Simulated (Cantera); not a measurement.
A closed system holds: 1 mol B₂H₆, 1.1 mol H₂O, 0.12 mol N₂, equilibrated at 0.533 Torr.

Equilibrium computed with Cantera from the NASA thermochemical tables; the gas is ideal and each condensed phase is pure. Candidate condensed phases: B, BN, B₂O₃, B₃O₃H₃, H₂O; 39 gas species. The feed counts by its element totals alone. N₂ is the only nitrogen source here; it is nearly inert below about 1500 K, so the nitride shown seldom forms there in practice. Mutual solubility and eutectic melting of coexisting phases are not modelled. Kinetics and transport are ignored. All values below are at 1473 K.

Base state: H₂ 0.846, HBO 0.0795, B₂O₂ 0.0599, B₂O₃ 0.0113, HBO₂ 0.00162, BO 0.00111, H 0.000437, B₃O₃H₃ 9.35e-5 (mole fractions); condensed: B(s) + BN(s).

### Question
What changes in the equilibrium state with this change: H₂O from 1.1 to 0.61 mol?

### Answer
```tsv
species	before	after
H₂	0.846	0.892
HBO	0.0795	0.0638
B₂O₂	0.0599	0.0366
B₂O₃	0.0113	0.00541
B₃O₃H₃	9.35e-5	4.83e-5
HBO₂	0.00162	0.00102
BO	0.00111	0.000870
H	0.000437	0.000448
B(s), mol	0.720	1.18
BN(s), mol	0.240	0.240
```
